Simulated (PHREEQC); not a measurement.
PHREEQC input (ion-association model, wateq4f.dat):

```
SOLUTION_MASTER_SPECIES
  An  An-  0  An  62.0  # stands for a non-complexing anion
SOLUTION_SPECIES
  An- = An-
    -log_k 0
    -gamma 3.0 0
PHASES
  Fix_H+
    H+ = H+
    -log_k 0
SOLUTION 1
  temp 25
  units mmol/kgw
  pH 7 charge
  Cl 4.4
  Ca 2.2
  Na 300
  An 300
END
SELECTED_OUTPUT 1
  -reset false
  -pH true
  -pe true
  -ionic_strength true
  -water true
  -totals Ca Cl Na
  -molalities Hfo_wOH Hfo_wOH2+ Hfo_wO- Hfo_sOH Hfo_sOH2+ Hfo_sO- Hfo_sOHCa+2 Hfo_wOCa+
  -saturation_indices Portlandite Halite
USER_PUNCH 1
  -headings sigma psi
  10 PUNCH EDL("sigma", "Hfo"), EDL("psi", "Hfo")
PRINT
  -reset false
USE solution 1
SURFACE 1
  Hfo_wOH 0.000831461 600 0.37
  Hfo_sOH 2.07865e-05
EQUILIBRIUM_PHASES 1
  Fix_H+ -3 HAn 10
    -force_equality true
  O2(g) -0.68 10
END
# ... the last block is repeated for the other 12 points of pH, with NaOH or the acid as the point needs
```

Selected output (columns that matter, 12 of 13 rows; pH added in front):

```
pH	mu	Ca	Cl	Na	m_Hfo_wOH	m_Hfo_wOH2+	m_Hfo_wO-	m_Hfo_sOH	m_Hfo_sOH2+	m_Hfo_sO-	si_Portlandite	si_Halite	sigma	psi
3	0.3083	0.0022	0.0044	0.3	5.4916e-06	0.00082597	8.3643e-10	1.3729e-07	2.0649e-05	2.091e-11	-20.008	-4.7703	0.36799	0.12498
3.67	0.30729	0.0022	0.0044	0.3	2.4083e-05	0.00080736	1.6457e-08	6.0201e-07	2.0182e-05	4.1139e-10	-18.668	-4.77	0.35969	0.12391
4.33	0.30704	0.0022	0.0044	0.3	8.662e-05	0.00074461	2.3084e-07	2.1643e-06	1.8605e-05	5.7678e-09	-17.348	-4.77	0.33164	0.11983
5	0.30692	0.0021999	0.0044	0.3	0.00022159	0.00060802	1.8501e-06	5.5226e-06	1.5153e-05	4.6109e-08	-16.008	-4.7699	0.2701	0.10954
5.67	0.30682	0.0021996	0.0044	0.3	0.00038612	0.00043753	7.806e-06	9.4613e-06	1.0721e-05	1.9127e-07	-14.668	-4.7699	0.19172	0.092621
6.33	0.30673	0.0021974	0.0044	0.3	0.00051827	0.00029206	2.1069e-05	1.1362e-05	6.4029e-06	4.619e-07	-13.348	-4.7699	0.12262	0.071525
7.67	0.30655	0.0021711	0.0044	0.3	0.00062915	0.00010689	8.4834e-05	1.8916e-06	3.2138e-07	2.5507e-07	-10.673	-4.7698	0.03014	0.02306
8.33	0.30649	0.0020941	0.0044	0.3002	0.00054462	4.2982e-05	0.00015809	4.7807e-07	3.7729e-08	1.3877e-07	-9.369	-4.7695	0.004701	0.0037158
9	0.30635	0.0019347	0.0044	0.30055	0.00028152	6.0774e-06	0.00029874	3.1601e-07	6.8222e-09	3.3534e-07	-8.0633	-4.769	-0.003307	-0.0026156
9.67	0.3063	0.0018326	0.0043999	0.30081	8.506e-05	4.1671e-07	0.00039775	2.8227e-07	1.3829e-09	1.32e-06	-6.747	-4.7686	-0.0052467	-0.0041475
10.33	0.30651	0.0017991	0.0043999	0.30113	2.0449e-05	2.2488e-08	0.000426	2.2598e-07	2.4851e-10	4.7076e-06	-5.4355	-4.7682	-0.0060863	-0.0048077
11	0.30766	0.0017888	0.0043999	0.30232	4.4884e-06	1.0864e-09	0.0004248	1.229e-07	2.9748e-11	1.1632e-05	-4.1007	-4.7668	-0.0070489	-0.005555
```

The oxide is taken as insoluble; below pH 4 it would dissolve.
